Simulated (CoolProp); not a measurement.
Computed with CoolProp (reference Helmholtz-energy equation of state, Lemmon 2006). It is a short technical equation, of lower accuracy than the large ones.

**Question.** Give the vapour pressure (kPa), vapour density (kg/m³), liquid viscosity (µPa s), vapour viscosity (µPa s) of saturated C2F6 (R116) at 209.3, 217.7, 226.1 K.

**Answer.** 
```json
[
 {"T (K)": "209.3", "p (kPa)": "205", "vapour density (kg/m³)": "17.6", "liquid viscosity (µPa s)": "328", "vapour viscosity (µPa s)": "9.76"},
 {"T (K)": "217.7", "p (kPa)": "296", "vapour density (kg/m³)": "25.0", "liquid viscosity (µPa s)": "285", "vapour viscosity (µPa s)": "10.1"},
 {"T (K)": "226.1", "p (kPa)": "415", "vapour density (kg/m³)": "34.7", "liquid viscosity (µPa s)": "248", "vapour viscosity (µPa s)": "10.5"}
]
```

Viscosity comes from a separate model (Huber 2003), an estimate that may be off by 10 % or more.
